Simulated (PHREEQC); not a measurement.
Consider water at 25 °C with 180 mmol/kgw HBr, 80 mmol/kgw ZnSO4 and 26 mmol/kgw KCl. Closed to the air; pH follows from the charge balance.

Model: ion-association model, wateq4f.dat, run in PHREEQC.

Precipitation was switched off in this run.

### Question
Order these S species by the share of S that they hold, largest first: Zn(SO4)2-2, ZnSO4, HSO4-, KSO4-, SO4-2.

### Answer
HSO4- (61 %), SO4-2 (18 %), ZnSO4 (16 %), Zn(SO4)2-2 (3.4 %), KSO4- (0.72 %)

### Question
Order these Zn species by the share of Zn that they hold, largest first: Zn(SO4)2-2, Zn+2, ZnBr+, ZnCl+, ZnSO4.

### Answer
Zn+2 (80 %), ZnSO4 (16 %), Zn(SO4)2-2 (1.7 %), ZnCl+ (1.4 %), ZnBr+ (1.0 %)

The pH is 0.99 and the ionic strength 0.366 mol/kgw.
